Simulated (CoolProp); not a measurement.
o-xylene along the isotherm 346.85 °C: density (kg/m³) from the reference equation and from simpler models built on Tc = 357.1 °C, pc = 37.37 bar, ω = 0.312; each cubic takes its own stable root.

The numbers come from the reference Helmholtz-energy equation of state, Zhou 2012 in CoolProp.

```
p (bar)   phase  reference  Redlich-Kwong  Soave-Redlich-Kwong
-------  ------  ---------  -------------  -------------------
31.1        gas      125.3          111.7                113.8
62.3     liquid      521.1          429.0                433.8
93.4     liquid      556.1          473.7                477.1
125      liquid      579.0          503.6                506.3
156      liquid      595.9          525.9                528.1
187      liquid      609.8          543.9                545.9
218      liquid      621.5          559.1                560.9
249      liquid      631.8          572.3                573.9
280      liquid      641.0          583.9                585.4
311      liquid      649.2          594.3                595.6
343      liquid      657.0          603.9                605.2
374      liquid      664.0          612.4                613.6
```
